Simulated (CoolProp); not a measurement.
Computed with CoolProp (reference Helmholtz-energy equation of state, Lemmon 2006). It is a short technical equation, of lower accuracy than the large ones.

**Question.** Give the vapour pressure (kPa), enthalpy of vaporisation (kJ/kg), liquid cp (kJ/(kg K)), surface tension (mN/m) of saturated neopentane at 30.85, 42.15 °C.

**Answer.** 
```
T (°C)  p (kPa)  enthalpy of vaporisation (kJ/kg)  liquid cp (kJ/(kg K))  surface tension (mN/m)
------  -------  --------------------------------  ---------------------  ----------------------
30.85       206                               299                   2.34                    10.4
42.15       287                               289                   2.42                    9.28
```

Surface tension comes from a separate correlation (Mulero 2014).
